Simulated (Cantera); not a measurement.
A perfectly stirred reactor is fed with CH4 : H2 = 1 : 53 (molar parts), at 0.987 atm; it is held at 1975 K, and followed from long to short residence time.

Model: GRI-Mech 3.0 (53 species, 325 reactions), integrated in Cantera. GRI-Mech 3.0 stops at C3 and has no aromatics, soot or wall deposition, so with more carbon than oxygen in the feed, carbon stays in small species such as C2H2 where larger ones or solid carbon would form.

x: mole fraction; the columns are a selection and need not sum to one.

```json
[
 {"τ (s)": "2.3", "x CH4": "0.00181", "x H2": "0.989", "x C2H6": "4.20e-8", "x CH3": "…", "x C2H": "1.93e-7", "x H": "0.00137"},
 {"τ (s)": "0.79", "x CH4": "0.00219", "x H2": "0.988", "x C2H6": "5.54e-8", "x CH3": "…", "x C2H": "1.88e-7", "x H": "0.00137"},
 {"τ (s)": "0.27", "x CH4": "0.00298", "x H2": "0.988", "x C2H6": "9.25e-8", "x CH3": "…", "x C2H": "1.78e-7", "x H": "0.00137"},
 {"τ (s)": "0.092", "x CH4": "0.00444", "x H2": "0.987", "x C2H6": "1.90e-7", "x CH3": "…", "x C2H": "1.60e-7", "x H": "0.00136"},
 {"τ (s)": "0.031", "x CH4": "0.00675", "x H2": "0.986", "x C2H6": "4.22e-7", "x CH3": "…", "x C2H": "1.32e-7", "x H": "0.00135"},
 {"τ (s)": "0.011", "x CH4": "0.00969", "x H2": "0.985", "x C2H6": "8.51e-7", "x CH3": "…", "x C2H": "9.71e-8", "x H": "0.00134"},
 {"τ (s)": "0.0037", "x CH4": "0.0130", "x H2": "0.983", "x C2H6": "1.50e-6", "x CH3": "…", "x C2H": "5.72e-8", "x H": "0.00132"},
 {"τ (s)": "0.0012", "x CH4": "0.0158", "x H2": "0.981", "x C2H6": "2.11e-6", "x CH3": "0.000408", "x C2H": "2.47e-8", "x H": "0.00129"},
 {"τ (s)": "0.00043", "x CH4": "0.0172", "x H2": "0.981", "x C2H6": "2.28e-6", "x CH3": "0.000418", "x C2H": "8.34e-9", "x H": "0.00121"},
 {"τ (s)": "0.00015", "x CH4": "0.0179", "x H2": "0.981", "x C2H6": "1.87e-6", "x CH3": "…", "x C2H": "1.59e-9", "x H": "0.00101"}
]
```

Complete the blanks.


- 2.3, x CH3: 4.97e-5
- 0.79, x CH3: 5.98e-5
- 0.27, x CH3: 8.14e-5
- 0.092, x CH3: 0.000121
- 0.031, x CH3: 0.000183
- 0.011, x CH3: 0.000261
- 0.0037, x CH3: 0.000346
- 0.00015, x CH3: 0.000364
